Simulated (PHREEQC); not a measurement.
# Silver or lead bath

Dissolve 0.1 mol/kgw AgNO3 and 0.0089 mol/kgw KNO3 at 45 °C. Closed to the air; pH follows from the charge balance.

Model: ion-association model, wateq4f.dat, run in PHREEQC.

No solid was allowed to form.

**Question.** What pH does the model give?

**Answer.** pH 6.50.

**Question.** In which forms is N present?

**Answer.** NO3- 97 %, AgNO3 2.7 % of the N.

Away from 25 °C the constants follow the database's enthalpies or fits; those with neither stay at their 25 °C values.
